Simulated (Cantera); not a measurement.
An adiabatic, constant-pressure homogeneous reactor starts with 19.5 % CH4, 16.9 % O2, 63.6 % N2, equivalence ratio 2.3, at 1823 K and 5.60 bar.

Detailed kinetics in Cantera: GRI-Mech 3.0 (53 species, 325 reactions).

Problem. Predict: time of steepest temperature rise; temperature at 0.200 s; equilibrium temperature; x(O2) at 0.200 s.

Solution. 
```
Quantity                                                             Value
---------------------------------  ---------------------------------------
time of steepest temperature rise                                  28.0 µs
temperature at 0.200 s                                              2659 K
equilibrium temperature                                             2659 K
x(O2) at 0.200 s                   6.97e-6 (gas-phase equilibrium 6.97e-6)
```
